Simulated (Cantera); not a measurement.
Feed: 1 mol Hg, 8.9 mol H2, 14 mol N2, equilibrated at 848.15 K and 101000 Pa.

These are equilibrium values from Cantera (NASA tables, ideal gas, pure condensed phases), not measurements of a reactor. Candidate condensed phases: Hg; 10 gas species. Rates play no part.

Base state: N2 0.586, H2 0.372, Hg 0.0419, NH3 0.000332 (mole fractions); condensed: gas only.

Q: What changes in the equilibrium state with this change: Hg replaced by PbO?

A: 
```tsv
species	before	after
N2	0.586	0.611
H2	0.372	0.345
H2O	0	0.0437
Hg	0.0419	0
NH3	0.000332	0.000303
Pb(l), mol	0	1.000
```
Further candidate phases: H2O, Pb, PbO, PbO2, Pb3O4.
